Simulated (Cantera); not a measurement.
A perfectly stirred reactor is fed with H₂ : O₂ : N₂ = 1.5 : 1 : 3.2 (molar parts), equivalence ratio 0.75, at 23000 Pa; it is held at 1250 K, and followed from long to short residence time.

Computed with Cantera and the H2/O2 subset of GRI-Mech 3.0, which has no nitrogen chemistry. The temperature is held fixed by assumption; the heat of reaction is taken as removed at once.

Q: What does this change do: pressure from 23000 Pa to 65000 Pa?

A: 
| quantity | before | after |
|---|---|---|
| x(H₂) at τ = 2.20 s | 0.000210 | 0.000106 |
| x(O₂) at τ = 2.20 s | 0.0505 | 0.0505 |
| x(OH) at τ = 2.20 s | 0.000331 | 0.000136 |
| x(H₂O₂) at τ = 2.20 s | 4.53e-7 | 3.53e-7 |
| x(O) at τ = 2.20 s | 3.82e-5 | 7.29e-6 |
| x(H₂) at τ = 12.0 ms | 0.00599 | 0.00309 |
| x(O₂) at τ = 12.0 ms | 0.0527 | 0.0516 |
| x(OH) at τ = 12.0 ms | 0.00193 | 0.000818 |
| x(H₂O₂) at τ = 12.0 ms | 2.43e-6 | 3.40e-6 |
| x(O) at τ = 12.0 ms | 0.00128 | 0.000302 |

Q: What does this change do: pressure from 23000 Pa to 100000 Pa?

A: 
```tsv
quantity	before	after
x(H₂) at τ = 2.20 s	0.000210	0.000101
x(O₂) at τ = 2.20 s	0.0505	0.0505
x(OH) at τ = 2.20 s	0.000331	8.07e-5
x(H₂O₂) at τ = 2.20 s	4.53e-7	2.51e-7
x(O) at τ = 2.20 s	3.82e-5	3.01e-6
x(H₂) at τ = 12.0 ms	0.00599	0.00284
x(O₂) at τ = 12.0 ms	0.0527	0.0516
x(OH) at τ = 12.0 ms	0.00193	0.000503
x(H₂O₂) at τ = 12.0 ms	2.43e-6	3.46e-6
x(O) at τ = 12.0 ms	0.00128	0.000152
```
